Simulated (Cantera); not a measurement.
A freely propagating, adiabatic, planar premixed flame of CH4 : O2 : N2 = 1 : 1.67 : 6.27 (molar parts), equivalence ratio 1.2, unburnt at 475 K and 760 Torr; mixture-averaged transport, grid criteria slope 0.08 and curve 0.16, no radiation.

Detailed kinetics in Cantera: GRI-Mech 3.0 (53 species, 325 reactions). Burning velocities carry a grid error of a few per cent, more on coarse grids.

| quantity | before | after |
|---|---|---|
| laminar burning velocity | 76.4 cm/s | 166 cm/s |
| thermal thickness | 0.375 mm | 0.306 mm |
| peak x(C2H2) | 0.000495 | 0.000598 |
| peak x(HCN) | 1.53e-5 | 1.74e-5 |

Problem. Which change was made?
(A) inlet temperature 475 to 425 K
(B) inlet temperature 475 to 350 K
(C) inlet temperature 475 to 575 K
(D) inlet temperature 475 to 700 K

Solution. D, inlet temperature 475 to 700 K
